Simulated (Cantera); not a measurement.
An isothermal, constant-pressure homogeneous reactor starts with NH₃ : H₂ = 1 : 0.93 (molar parts), at 2250 K and 0.0553 atm. Integrator tolerance rtol = 1e-08.

Computed with Cantera and the gas-phase N/H chemistry of the illustrative SiF4/NH3 mechanism in the Surface Chemkin manual (1991). Walls and surfaces, which speed up NH3 decomposition in real reactors, are not modelled.

Problem. What does this change do: temperature 2250 to 1750 K?

Solution. 
| quantity | before | after |
|---|---|---|
| x(NH₃) at 8.00 s | 2.42e-7 (gas-phase equilibrium 2.30e-7) | 0.202 (gas-phase equilibrium 5.62e-7) |
| x(H₂) at 8.00 s | 0.803 (gas-phase equilibrium 0.803) | 0.694 (gas-phase equilibrium 0.829) |
| x(H) at 8.00 s | 0.0283 (gas-phase equilibrium 0.0283) | 0.000175 (gas-phase equilibrium 0.000900) |
| x(NH₂) at 8.00 s | 2.67e-8 (gas-phase equilibrium 2.54e-8) | 0.000133 (gas-phase equilibrium 1.59e-9) |
| x(N) at 8.00 s | 4.05e-8 (gas-phase equilibrium 3.85e-8) | 1.09e-7 (gas-phase equilibrium 2.55e-11) |
| x(NH) at 8.00 s | 2.20e-8 (gas-phase equilibrium 2.09e-8) | 1.74e-6 (gas-phase equilibrium 9.16e-11) |

Problem. What does this change do: temperature 2250 to 1248 K?

Solution. 
| quantity | before | after |
|---|---|---|
| x(NH₃) at 8.00 s | 2.42e-7 (gas-phase equilibrium 2.30e-7) | 0.518 (gas-phase equilibrium 2.64e-6) |
| x(H₂) at 8.00 s | 0.803 (gas-phase equilibrium 0.803) | 0.482 (gas-phase equilibrium 0.829) |
| x(H) at 8.00 s | 0.0283 (gas-phase equilibrium 0.0283) | 1.02e-6 (gas-phase equilibrium 1.81e-6) |
| x(NH₂) at 8.00 s | 2.67e-8 (gas-phase equilibrium 2.54e-8) | 1.87e-6 (gas-phase equilibrium 9.77e-12) |
| x(N) at 8.00 s | 4.05e-8 (gas-phase equilibrium 3.85e-8) | 8.25e-12 (gas-phase equilibrium <1e-12) |
| x(NH) at 8.00 s | 2.20e-8 (gas-phase equilibrium 2.09e-8) | 8.84e-10 (gas-phase equilibrium <1e-12) |
